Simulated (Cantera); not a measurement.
**Titanium nitride, carbide and oxide coatings: TiCl₄ + N₂**

Charge: 1 mol TiCl₄, 0.25 mol N₂, equilibrated at 100 Torr.

Method: chemical equilibrium by Gibbs-energy minimisation in Cantera with the NASA 1993 tables (ideal gas, pure condensed phases). Candidate condensed phases: Ti, TiCl₂, TiCl₃, TiCl₄, TiN; 9 gas species. The tables' values for TiCl₂ are old estimates; treat these amounts as uncertain. Equilibrium is a limit: real reactors are often held back by kinetics, nucleation or transport.

From 898 K to 2198 K nothing is condensed. The main Ti-bearing gas is TiCl₄ throughout.

```tsv
T (K)	log p TiCl₄	log p TiCl₃	log p Cl	log p N₂	log p Cl₂	log p TiCl₂	log p TiCl
898	-0.97	-6.71	-7.68	-1.57	-7.06	<-12	<-12
998	-0.97	-5.84	-6.54	-1.57	-6.23	<-12	<-12
1098	-0.97	-5.11	-5.62	-1.57	-5.57	<-12	<-12
1198	-0.97	-4.50	-4.86	-1.57	-5.04	-11.41	<-12
1298	-0.97	-3.97	-4.22	-1.57	-4.62	-10.09	<-12
1398	-0.97	-3.51	-3.69	-1.57	-4.27	-8.95	<-12
1498	-0.98	-3.10	-3.23	-1.58	-3.99	-7.94	<-12
1598	-0.98	-2.75	-2.84	-1.58	-3.75	-7.05	<-12
1698	-1.00	-2.43	-2.50	-1.59	-3.56	-6.26	-12.27
1798	-1.02	-2.16	-2.21	-1.60	-3.41	-5.56	-10.97
1898	-1.07	-1.92	-1.96	-1.61	-3.30	-4.92	-9.80
1998	-1.14	-1.72	-1.75	-1.64	-3.23	-4.35	-8.72
2098	-1.24	-1.57	-1.58	-1.67	-3.21	-3.83	-7.73
2198	-1.38	-1.45	-1.45	-1.71	-3.24	-3.37	-6.80
```
log p: log10 of the partial pressure in bar; nothing condenses.
